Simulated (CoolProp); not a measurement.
A single-stage vapour-compression cycle with R123: evaporating at 251.15 K (dew point), condensing at 271.15 K (bubble point), superheat 8 K, subcooling 0 K, compressor efficiency 0.75, no pressure losses. Each further row changes one setting.

The numbers come from the reference Helmholtz-energy equation of state, Younglove 1994 in CoolProp. It is a modified Benedict-Webb-Rubin equation, recast in Helmholtz form.

```json
[
 {"case": "as stated", "cooling COP": "[?]", "pressure ratio": "2.77", "discharge temperature (K)": "290.7", "refrigerating effect (kJ/kg)": "175", "volumetric capacity (kJ/m³)": "135"},
 {"case": "evaporating temperature 256.15 K", "cooling COP": "12.2", "pressure ratio": "2.11", "discharge temperature (K)": "[?]", "refrigerating effect (kJ/kg)": "178", "volumetric capacity (kJ/m³)": "177"},
 {"case": "condensing temperature 266.15 K", "cooling COP": "[?]", "pressure ratio": "2.19", "discharge temperature (K)": "[?]", "refrigerating effect (kJ/kg)": "180", "volumetric capacity (kJ/m³)": "138"},
 {"case": "subcooling 5 K", "cooling COP": "9.09", "pressure ratio": "2.77", "discharge temperature (K)": "290.7", "refrigerating effect (kJ/kg)": "180", "volumetric capacity (kJ/m³)": "138"},
 {"case": "superheat 18 K", "cooling COP": "8.82", "pressure ratio": "2.77", "discharge temperature (K)": "[?]", "refrigerating effect (kJ/kg)": "182", "volumetric capacity (kJ/m³)": "134"},
 {"case": "compressor efficiency 0.65", "cooling COP": "[?]", "pressure ratio": "2.77", "discharge temperature (K)": "[?]", "refrigerating effect (kJ/kg)": "175", "volumetric capacity (kJ/m³)": "135"}
]
```

**Question.** What belongs in the gaps?

**Answer.** 
- as stated, cooling COP: 8.85
- evaporating temperature 256.15 K, discharge temperature (K): 287.4
- condensing temperature 266.15 K, cooling COP: 12.0
- condensing temperature 266.15 K, discharge temperature (K): 283.3
- superheat 18 K, discharge temperature (K): 301.2
- compressor efficiency 0.65, cooling COP: 7.67
- compressor efficiency 0.65, discharge temperature (K): 295.2
